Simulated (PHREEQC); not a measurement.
Model water analysis in mg/L, 20 °C, pH 3.62, pe 12.3:

```tsv
constituent	mg/L
Na	70.1
K	0.0143
Ca	48.7
Mg	4.76
Cl	59.8
S(6) as SO4	418
Al	24
Si as SiO2	4.29
Sr	3.01
Fe(3)	43.8
Cd	20.3
```

Na is adjusted to close the charge balance.
Valence states are taken as typed.

All values are PHREEQC results (ion-association model, phreeqc.dat), not measurements.

No solid was allowed to form.

Problem. Order these Cd species by the share of Cd that they hold, largest first: Cd+2, CdCl+, Cd(SO4)2-2, CdSO4.

Solution. Cd+2 (69 %), CdSO4 (23 %), CdCl+ (6.8 %), Cd(SO4)2-2 (0.83 %)

The pH is 3.62 and the ionic strength 0.0135 mol/kgw. Saturation is exceeded, for instance for Jarosite-K, Fe(OH)3(a); the values hold only as long as no solid forms. Complexes and solids missing from the database can't appear.
